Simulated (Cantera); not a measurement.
What does this Cantera script print?

```python
import numpy as np
import cantera as ct

gas_names = """
    Electron F F+ F- FO FO2 F2 F2O H H+ H- HF HOF HO2 H2 H2+ H2- H2F2 H2O H2O+ H2O2 H3F3 H3O+ H4F4 H5F5
    H6F6 H7F7 O O+ O- OH OH+ OH- O2 O2+ O2- O3
""".split()
cond_names = """
    H2O(s) H2O(L)
""".split()


# ... load() reads the species with a 1 bar reference pressure and builds the phases ...
atoms = {
    'HF': {'H': 1, 'F': 1},
    'O2': {'O': 2},
    'H2': {'H': 2},
}
top_T = {}  # K; cautious upper limits of use, not melting points


# ... equilibrate(T, P, feed) seeds the gas with the atoms and calls Mixture.equilibrate('TP', solver="vcs", rtol=1e-11, max_steps=5000) ...
results = []
feed = {'HF': 1, 'O2': 0.025, 'H2': 0.077}  # mol
P = 430  # Pa
for T in [2500, 2750, 3000, 3250, 3500, 3750, 4000, 4250, 4500, 4750, 5000]:
    mix = equilibrate(T, P, feed)
    results.append((T, P, feed, dict(zip(mix.species_names, mix.species_moles))))
    x = sorted(zip(gas.X, gas.species_names), reverse=True)
    print(f"T = {T:g} K  P = {P:g} Pa  gas = {mix.phase_moles(0):.4g} mol")
    print("   x: " + "  ".join(f"{s} {v:.3e}" for v, s in x if v > 1e-05))
    print("   condensed (mol): " + ("  ".join(f"{mix.phase(i).name} {mix.phase_moles(i):.4g}"
          for i in range(1, mix.n_phases) if mix.phase_moles(i) > 1e-12) or "none"))
```

Output:

```
T = 2500 K  P = 430 Pa  gas = 1.136 mol
   x: HF 8.753e-01  H 5.735e-02  H2 2.237e-02  H2O 1.506e-02  O 1.349e-02  OH 7.999e-03  F 4.688e-03  O2 3.726e-03
   condensed (mol): none
T = 2750 K  P = 430 Pa  gas = 1.208 mol
   x: HF 8.005e-01  H 1.194e-01  O 3.011e-02  F 2.756e-02  H2 1.310e-02  OH 5.219e-03  H2O 2.132e-03  O2 1.973e-03
   condensed (mol): none
T = 3000 K  P = 430 Pa  gas = 1.337 mol
   x: HF 6.376e-01  H 2.079e-01  F 1.101e-01  O 3.436e-02  H2 7.453e-03  OH 2.011e-03  O2 3.961e-04  H2O 2.170e-04
   condensed (mol): none
T = 3250 K  P = 430 Pa  gas = 1.596 mol
   x: HF 3.756e-01  H 3.373e-01  F 2.511e-01  O 3.046e-02  H2 4.747e-03  OH 7.190e-04  O2 6.387e-05  H2O 2.552e-05
   condensed (mol): none
T = 3500 K  P = 430 Pa  gas = 1.908 mol
   x: H 4.473e-01  F 3.718e-01  HF 1.522e-01  O 2.593e-02  H2 2.468e-03  OH 2.455e-04  O2 1.189e-05
   condensed (mol): none
T = 3750 K  P = 430 Pa  gas = 2.098 mol
   x: H 4.984e-01  F 4.272e-01  HF 4.948e-02  O 2.374e-02  H2 1.063e-03  OH 8.861e-05
   condensed (mol): none
T = 4000 K  P = 430 Pa  gas = 2.168 mol
   x: H 5.153e-01  F 4.452e-01  O 2.302e-02  HF 1.603e-02  H2 4.493e-04  OH 3.573e-05
   condensed (mol): none
T = 4250 K  P = 430 Pa  gas = 2.191 mol
   x: H 5.206e-01  F 4.507e-01  O 2.280e-02  HF 5.669e-03  H2 2.021e-04  OH 1.598e-05
   condensed (mol): none
T = 4500 K  P = 430 Pa  gas = 2.199 mol
   x: H 5.224e-01  F 4.526e-01  O 2.273e-02  HF 2.219e-03  H2 9.814e-05
   condensed (mol): none
T = 4750 K  P = 430 Pa  gas = 2.202 mol
   x: H 5.230e-01  F 4.532e-01  O 2.270e-02  HF 9.535e-04  H2 5.121e-05  Electron 1.558e-05  H+ 1.503e-05
   condensed (mol): none
T = 5000 K  P = 430 Pa  gas = 2.203 mol
   x: H 5.233e-01  F 4.535e-01  O 2.269e-02  HF 4.447e-04  Electron 3.815e-05  H+ 3.678e-05  H2 2.846e-05
   condensed (mol): none
```

Cantera equilibrium calculation (NASA polynomials, part measured and part estimated; ideal gas, pure solids and liquids).
